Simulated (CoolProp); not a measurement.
Vapour-liquid equilibrium of ethylene (1) + isobutane (2) at 0.361 MPa; x and y are mole fractions of (1).

Model: multi-fluid Helmholtz-energy mixture model, Smukala 2000 and Bücker 2006; pair parameters Bell 2016, in CoolProp.

| x | bubble temperature (K) | y at the bubble point | dew temperature at overall composition x (K) | liquid density (mol/L) |
|---|---|---|---|---|
| 0.05 | 281.9 | 0.415 | 297.4 | 10.01 |
| 0.125 | 260.8 | 0.738 | 294.6 | 10.77 |
| 0.2 | 245.5 | 0.871 | 291.6 | 11.46 |
| 0.275 | 234.4 | 0.930 | 288.5 | 12.10 |
| 0.35 | 226.0 | 0.959 | 285.1 | 12.73 |
| 0.425 | 219.5 | 0.975 | 281.5 | 13.35 |
| 0.5 | 214.2 | 0.984 | 277.5 | 13.99 |
| 0.575 | 209.8 | 0.990 | 273.0 | 14.65 |
| 0.65 | 206.1 | 0.993 | 267.9 | 15.33 |
| 0.725 | 203.0 | 0.996 | 262.0 | 16.04 |
| 0.8 | 200.3 | 0.997 | 254.7 | 16.78 |
| 0.875 | 197.9 | 0.999 | 244.9 | 17.55 |
| 0.95 | 195.8 | 1.000 | 229.0 | 18.35 |

No azeotrope shows between x = 0.05 and 0.95.

Pair parameters are fitted to limited data, so mixtures are less certain than the pure fluids.
